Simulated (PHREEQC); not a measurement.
0.59 g of hydrous ferric oxide (600 m²/g; 0.2 weak and 0.005 strong sites per Fe, Dzombak-Morel constants, diffuse double layer) in 1 kg of water with 0.1 mol/kgw of an inert sodium salt and 2.2 mmol/kgw NiCl2, at 25 °C; the pH is set by adding NaOH or the inert anion's acid. Oxygen alone is held at its pressure in air (log pO2 = -0.68). No CO2 enters from the air. Precipitation was switched off in this run.

All values are PHREEQC results (ion-association model, wateq4f.dat), not measurements.

```csv
pH,Ni sorbed (%),surface charge σ (C/m²),surface potential ψ (mV)
4,0.0,0.323,145
4.5,0.1,0.276,137
5,0.6,0.219,125
5.5,1.6,0.164,111
6,3.7,0.120,95
6.5,11.4,0.096,85
7,22.5,0.095,84
7.5,31.2,0.097,85
8,36.0,0.097,86
8.5,37.9,0.097,86
9,38.5,0.096,85
9.5,38.1,0.088,81
10,36.2,0.064,67
```

Along this series the solution becomes supersaturated in solids that the run did not let form, among them Ni(OH)2. Complexes and solids missing from the database can't appear.
